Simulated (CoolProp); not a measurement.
CH2F2 (R32) along the isotherm 435 K: Z from the reference equation and from simpler models built on Tc = 351.3 K, pc = 5783 kPa, ω = 0.277; each cubic takes its own stable root.

Values from CoolProp's reference Helmholtz-energy equation of state, Tillner-Roth 1997.

```
p (kPa)  phase  reference
-------  -----  ---------
207        gas     0.9936
413        gas     0.9873
620        gas     0.9809
826        gas     0.9745
1030       gas     0.9681
1240       gas     0.9616
1450       gas     0.9550
1650       gas     0.9487
1860       gas     0.9421
2070       gas     0.9355
2270       gas     0.9291
2480       gas     0.9225
2680       gas     0.9161
2890       gas     0.9094
```

How far does each simpler model (Pitzer virial, van der Waals, Redlich-Kwong, Soave-Redlich-Kwong, Peng-Robinson) lie from the reference over these 14 states: mean and median of the absolute difference, and the worst?


- Pitzer virial: mean 0.6 %, median 0.6 %, worst +1.2 % at 435 K and 2890 kPa
- van der Waals: mean 0.1 %, median 0.0 %, worst -0.2 % at 435 K and 2890 kPa
- Redlich-Kwong: mean 0.1 %, median 0.1 %, worst -0.2 % at 435 K and 2890 kPa
- Soave-Redlich-Kwong: mean 0.7 %, median 0.7 %, worst +1.4 % at 435 K and 2890 kPa
- Peng-Robinson: mean 0.1 %, median 0.1 %, worst -0.2 % at 435 K and 2270 kPa
